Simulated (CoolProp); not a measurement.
Vapour-liquid equilibrium of n-heptane (1) + p-xylene (2) at 4.86 bar; x and y are mole fractions of (1).

Model: multi-fluid Helmholtz-energy mixture model, Span 2003 and Zhou 2012; pair parameters Bell 2016, in CoolProp.

Problem. Give the bubble temperature and the first vapour's composition at x = 0.05, 0.15, 0.95. Is there an azeotrope?

Solution. x = 0.05: 477.5 K, y = 0.111; x = 0.15: 470.2 K, y = 0.292; x = 0.95: 437.1 K, y = 0.973. No azeotrope shows between x = 0.05 and 0.95.

The pair parameters rest on a limited set of measurements; away from them the model extrapolates.
